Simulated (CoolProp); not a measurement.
Vapour-liquid equilibrium of n-heptane (1) + o-xylene (2) at 392.6 K; x and y are mole fractions of (1).

Computed with CoolProp (multi-fluid Helmholtz-energy mixture model, Span 2003 and Zhou 2012; pair parameters Bell 2016).

Problem. Give the bubble pressure and the first vapour's composition at x = 0.05, 0.15, 0.75. Is there an azeotrope?

Solution. x = 0.05: 0.05928 MPa, y = 0.196; x = 0.15: 0.07623 MPa, y = 0.431; x = 0.75: 0.1521 MPa, y = 0.896. No azeotrope shows between x = 0.05 and 0.95.

The pair parameters rest on a limited set of measurements; away from them the model extrapolates.
